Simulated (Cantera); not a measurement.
A perfectly stirred reactor is fed with NO : N2 = 1 : 4.9 (molar parts), at 27000 Pa; it is held at 2073 K, and followed from long to short residence time.

Detailed kinetics in Cantera: GRI-Mech 3.0 (53 species, 325 reactions).

### Question
What does this change do: 0.36 parts H2O added?

### Answer
```tsv
quantity	before	after
x(NO) at τ = 2.10 s	0.0760	0.0634
x(O) at τ = 2.10 s	0.000489	0.000486
x(N2O) at τ = 2.10 s	2.63e-6	1.27e-6
x(O2) at τ = 2.10 s	0.0464	0.0474
x(N2) at τ = 2.10 s	0.877	0.830
x(NO) at τ = 74.0 ms	0.165	0.152
x(O) at τ = 74.0 ms	0.000165	0.000140
x(N2O) at τ = 74.0 ms	1.28e-5	6.05e-6
x(O2) at τ = 74.0 ms	0.00209	0.00404
x(N2) at τ = 74.0 ms	0.833	0.786
```

### Question
What does this change do: 0.34 parts H2O added?

### Answer
```
quantity                 before     after
---------------------  --------  --------
x(NO) at τ = 2.10 s      0.0760    0.0638
x(O) at τ = 2.10 s     0.000489  0.000486
x(N2O) at τ = 2.10 s    2.63e-6   1.29e-6
x(O2) at τ = 2.10 s      0.0464    0.0475
x(N2) at τ = 2.10 s       0.877     0.833
x(NO) at τ = 74.0 ms      0.165     0.152
x(O) at τ = 74.0 ms    0.000165  0.000140
x(N2O) at τ = 74.0 ms   1.28e-5   6.14e-6
x(O2) at τ = 74.0 ms    0.00209   0.00398
x(N2) at τ = 74.0 ms      0.833     0.789
```

### Question
What does this change do: NO 1 to 0.1 parts?

### Answer
| quantity | before | after |
|---|---|---|
| x(NO) at τ = 2.10 s | 0.0760 | 0.0155 |
| x(O) at τ = 2.10 s | 0.000489 | 0.000111 |
| x(N2O) at τ = 2.10 s | 2.63e-6 | 1.51e-7 |
| x(O2) at τ = 2.10 s | 0.0464 | 0.00221 |
| x(N2) at τ = 2.10 s | 0.877 | 0.982 |
| x(NO) at τ = 74.0 ms | 0.165 | 0.0199 |
| x(O) at τ = 74.0 ms | 0.000165 | 2.35e-5 |
| x(N2O) at τ = 74.0 ms | 1.28e-5 | 2.01e-7 |
| x(O2) at τ = 74.0 ms | 0.00209 | 2.32e-5 |
| x(N2) at τ = 74.0 ms | 0.833 | 0.980 |
